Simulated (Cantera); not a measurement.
A Cantera script and what it prints.

```python
import numpy as np
import cantera as ct

gas_names = """
    CL CLO CL2 N NO NO2 NO3 N2 N2O O O2 O3 Si SiCL SiCL2 SiCL3 SiCL4 SiN SiO SiO2 Si2 Si2N Si3
""".split()
cond_names = """
    Si(cr) Si(L) SiO2(Lqz) SiO2(hqz) SiO2(L) Si2N2O(s) Si3N4(a)
""".split()


def load(file, names, dense=False):
    # The tables refer to 1 bar. Condensed volumes are neglected.
    table = {s.name: s for s in ct.Species.list_from_file(file)}
    out = []
    for n in names:
        d = dict(table[n].input_data)
        d["thermo"] = dict(d["thermo"], **{"reference-pressure": 1e5})
        if dense:
            d["equation-of-state"] = {"model": "constant-volume", "density": "1e6 g/cm^3"}
        out.append(ct.Species.from_dict(d))
    return out


gas = ct.Solution(thermo="ideal-gas", species=load("nasa_gas.yaml", gas_names))
cond = {s.name: ct.Solution(thermo="fixed-stoichiometry", species=[s], name=s.name)
        for s in load("nasa_condensed.yaml", cond_names, dense=True)}
atoms = {
    'SiCl4': {'Si': 1, 'CL': 4},
    'N2O': {'N': 2, 'O': 1},
    'N2': {'N': 2},
}
top_T = {'Si2N2O(s)': 2100, 'Si3N4(a)': 2400}  # K; cautious upper limits of use, not melting points


def equilibrate(T, P, feed):
    n = {}
    for name, mol in feed.items():
        for a, k in atoms[name].items():
            n[a] = n.get(a, 0.0) + k * mol
    gas.TPX = T, P, n
    mass = sum(n.values()) * gas.mean_molecular_weight
    gas.equilibrate("TP")
    valid = [c for c in cond.values() if c.min_temp <= T <= top_T.get(c.name, c.max_temp)]
    mix = ct.Mixture([(gas, mass / gas.mean_molecular_weight)] + [(c, 0.0) for c in valid])
    mix.T, mix.P = T, P
    mix.equilibrate("TP", solver="vcs", rtol=1e-11, max_steps=5000)
    return mix


results = []
feed = {'SiCl4': 1, 'N2O': 0.14, 'N2': 17}  # mol
P = 31  # Pa
for T in [573, 673, 773, 873, 973, 1073, 1173, 1273, 1373, 1473, 1573, 1673, 1773]:
    mix = equilibrate(T, P, feed)
    results.append((T, P, feed, dict(zip(mix.species_names, mix.species_moles))))

top = {s: max(r[3][s] / sum(r[3][g] for g in gas_names) for r in results) for s in gas_names}
cols = sorted((s for s in top if top[s] > 1e-06), key=lambda s: -top[s])[:9]
seen = [c for c in cond_names if any(r[3].get(c, 0) > 1e-12 for r in results)]
print("log10 of partial pressures in bar; condensed amounts in mol")
print(f"{'T/K':>10s}" + "".join(f"{s[:9]:>10s}" for s in cols + seen))
for T, P, feed, n in results:
    ng = sum(n[g] for g in gas_names)
    print(f"{T:10.4g}" + "".join(f"{np.log10(max(n[s] / ng * P / 1e5, 1e-99)):10.3f}" for s in cols)
          + "".join(f"{n.get(c, 0):10.4g}" for c in seen))
```

It prints:

```
log10 of partial pressures in bar; condensed amounts in mol
       T/K        N2        CL     SiCL4     SiCL2     SiCL3       CL2       SiO      SiCL        Si SiO2(Lqz) SiO2(hqz)
       573    -3.535   -11.023    -4.800   -35.225   -21.690    -5.623   -46.437   -62.305   -80.231      0.07         0
       673    -3.535    -9.360    -4.800   -28.567   -18.019    -5.623   -37.183   -50.677   -65.183      0.07         0
       773    -3.535    -8.123    -4.800   -23.642   -15.302    -5.624   -30.338   -42.068   -54.036      0.07         0
       873    -3.535    -7.168    -4.801   -19.849   -13.209    -5.629   -25.070   -35.434   -45.440         0      0.07
       973    -3.535    -6.420    -4.801   -16.816   -11.537    -5.659   -20.870   -30.131   -38.566         0      0.07
      1073    -3.536    -5.856    -4.801   -14.264   -10.135    -5.774   -17.369   -25.688   -32.797         0      0.07
      1173    -3.537    -5.501    -4.803   -11.922    -8.859    -6.100   -14.242   -21.663   -27.556         0      0.07
      1273    -3.538    -5.361    -4.804    -9.632    -7.626    -6.696   -11.290   -17.793   -22.501         0      0.07
      1373    -3.539    -5.302    -4.813    -7.564    -6.522    -7.327    -8.655   -14.316   -17.950         0   0.06993
      1473    -3.543    -5.094    -4.883    -6.153    -5.785    -7.561    -6.723   -11.842   -14.702         0   0.06434
      1573    -3.560    -4.729    -5.130    -5.477    -5.514    -7.399    -5.648   -10.422   -12.789         0         0
      1673    -3.576    -4.535    -5.770    -5.050    -5.569    -7.513    -5.664    -9.212   -11.016         0         0
      1773    -3.583    -4.476    -6.815    -4.924    -5.984    -7.840    -5.671    -8.278    -9.470         0         0
```

Cantera equilibrium calculation (NASA polynomials, part measured and part estimated; ideal gas, pure solids and liquids). The tables' values for SiCl3, SiCl are old estimates; treat these amounts as uncertain. The tables hold silica as quartz up to 1696 K and as liquid above; real silica turns to tridymite and cristobalite and melts near 1996 K.
